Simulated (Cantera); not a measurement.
A closed system holds: 1 mol AlCl3, 19 mol NH3, 58 mol N2, equilibrated at 1573 K and 13.3 mbar.

These are equilibrium values from Cantera (NASA tables, ideal gas, pure condensed phases), not measurements of a reactor. Candidate condensed phases: Al, AlCl3, AlN, NH4Cl; 20 gas species. The tables' values for AlCl2 are old estimates; treat these amounts as uncertain. Kinetics and transport are ignored.

Base state: N2 0.690, H2 0.282, HCl 0.0182, AlCl 0.00752, AlCl2 0.00108, AlCl3 0.000935, H 0.000187 (mole fractions); condensed: AlN(s).

Problem. What changes in the equilibrium state with this change: temperature from 1573 K to 723.15 K?

Solution. 
```
species        before     after
-----------  --------  --------
N2              0.690     0.691
H2              0.282     0.280
HCl            0.0182    0.0280
AlCl          0.00752     <1e-9
AlCl3        0.000935  0.000980
AlCl2         0.00108     <1e-9
H            0.000187     <1e-9
NH3           8.34e-8   1.15e-5
AlN(s), mol    0.0670     0.905
```

Problem. What changes in the equilibrium state with this change: temperature from 1573 K to 2098 K?

Solution. 
| species | before | after |
|---|---|---|
| N2 | 0.690 | 0.684 |
| H2 | 0.282 | 0.272 |
| HCl | 0.0182 | 0.0196 |
| H | 0.000187 | 0.0139 |
| AlCl | 0.00752 | 0.00984 |
| AlCl3 | 0.000935 | 2.53e-6 |
| Al | 5.17e-7 | 0.000155 |
| Cl | 9.57e-6 | 0.000735 |
| AlN(s), mol | 0.0670 | 0 |
